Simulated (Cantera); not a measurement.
Feed: 1 mol Fe3O4, 4.6 mol CH4, 0.043 mol CO, at 1.00 bar.

These are equilibrium values from Cantera (NASA tables, ideal gas, pure condensed phases), not measurements of a reactor. Candidate condensed phases: C, C6H6, C7H8, C8H18, Fe, Fe(CO)5, FeO, Fe(OH)2, Fe(OH)3, Fe2O3, Fe3O4, H2O; 114 gas species. Condensed phases not in the tables: cementite and carbon dissolved in iron. Rates play no part. All values below are at 1248 K.

Base state: H2 0.687, CO 0.303, CH4 0.00527, H2O 0.00320, CO2 0.000908 (mole fractions); condensed: C(graphite) + Fe(γ).

Q: What changes in the equilibrium state with this change: CH4 from 4.6 to 0.49 mol?

A: 
```tsv
species	before	after
H2	0.687	0.407
CO	0.303	0.255
H2O	0.00320	0.240
CO2	0.000908	0.0968
CH4	0.00527	1.23e-5
C(graphite), mol	0.585	0
Fe(γ), mol	3.00	0
FeO(s), mol	0	3.00
```
The tables' stoichiometric FeO is somewhat more stable than real wüstite, so its field is too wide. FeO: taken at fixed stoichiometry.

Q: What changes in the equilibrium state with this change: pressure from 1.00 bar to 0.270 bar?

A: 
```csv
species,before,after
H2,0.687,0.693
CO,0.303,0.305
CH4,0.00527,0.00144
H2O,0.00320,0.000876
CO2,0.000908,0.000248
"C(graphite), mol",0.585,0.596
"Fe(γ), mol",3.00,3.00
```
